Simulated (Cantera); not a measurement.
What does this Cantera script print?

```python
import numpy as np
import cantera as ct

gas_names = """
    B BH BH2 BH3 BN BO BO2 B2 B2O B2O2 B2O3 B3O3H3 H HBO HBO2 HNO HNO2 HNO3 HO2 H2 H2O H2O2 H3B3O6 N NH
    NH2 NH3 NH2OH NO NO2 NO3 N2 N2H2 N2H4 N2O O OH O2 O3
""".split()
cond_names = """
    B(b) B(L) BN(s) B2O3(L) B3O3H3(cr) H2O(s) H2O(L)
""".split()


# ... load() reads the species with a 1 bar reference pressure and builds the phases ...
atoms = {
    'B2O3': {'B': 2, 'O': 3},
    'NH3': {'N': 1, 'H': 3},
}
top_T = {'BN(s)': 3200}  # K; cautious upper limits of use, not melting points


# ... equilibrate(T, P, feed) seeds the gas with the atoms and calls Mixture.equilibrate('TP', solver="vcs", rtol=1e-11, max_steps=5000) ...
results = []
feed = {'B2O3': 1, 'NH3': 28}  # mol
P = 87  # Pa
for T in [1448, 1548, 1648, 1748, 1848, 1948, 2048]:
    mix = equilibrate(T, P, feed)
    results.append((T, P, feed, dict(zip(mix.species_names, mix.species_moles))))
    x = sorted(zip(gas.X, gas.species_names), reverse=True)
    print(f"T = {T:g} K  P = {P:g} Pa  gas = {mix.phase_moles(0):.4g} mol")
    print("   x: " + "  ".join(f"{s} {v:.3e}" for v, s in x if v > 0.001))
    print("   condensed (mol): " + ("  ".join(f"{mix.phase(i).name} {mix.phase_moles(i):.4g}"
          for i in range(1, mix.n_phases) if mix.phase_moles(i) > 1e-12) or "none"))
```

Result:

```
T = 1448 K  P = 87 Pa  gas = 56.99 mol
   x: H2 7.279e-01  N2 2.455e-01  HBO2 9.366e-03  B2O3 8.108e-03  HBO 7.736e-03
   condensed (mol): BN(s) 0.01558
T = 1548 K  P = 87 Pa  gas = 57.03 mol
   x: H2 7.259e-01  N2 2.455e-01  HBO2 9.826e-03  HBO 9.166e-03  B2O3 7.140e-03
   condensed (mol): none
T = 1648 K  P = 87 Pa  gas = 57.1 mol
   x: H2 7.231e-01  N2 2.452e-01  HBO2 1.041e-02  HBO 1.007e-02  B2O3 6.163e-03  H 2.567e-03
   condensed (mol): none
T = 1748 K  P = 87 Pa  gas = 57.24 mol
   x: H2 7.183e-01  N2 2.446e-01  HBO2 1.079e-02  HBO 1.062e-02  H 6.565e-03  B2O3 5.188e-03  BO 1.834e-03  H2O 1.488e-03
   condensed (mol): none
T = 1848 K  P = 87 Pa  gas = 57.55 mol
   x: H2 7.093e-01  N2 2.433e-01  H 1.514e-02  HBO2 1.089e-02  HBO 1.058e-02  B2O3 4.173e-03  BO 3.819e-03  H2O 2.291e-03
   condensed (mol): none
T = 1948 K  P = 87 Pa  gas = 58.13 mol
   x: H2 6.929e-01  N2 2.408e-01  H 3.189e-02  HBO2 1.057e-02  HBO 9.823e-03  BO 6.899e-03  H2O 3.443e-03  B2O3 3.118e-03
   condensed (mol): none
T = 2048 K  P = 87 Pa  gas = 59.16 mol
   x: H2 6.650e-01  N2 2.367e-01  H 6.191e-02  BO 1.088e-02  HBO2 9.648e-03  HBO 8.420e-03  H2O 4.981e-03  B2O3 2.102e-03
   condensed (mol): none
```

Equilibrium computed with Cantera from the NASA thermochemical tables; the gas is ideal and each condensed phase is pure.
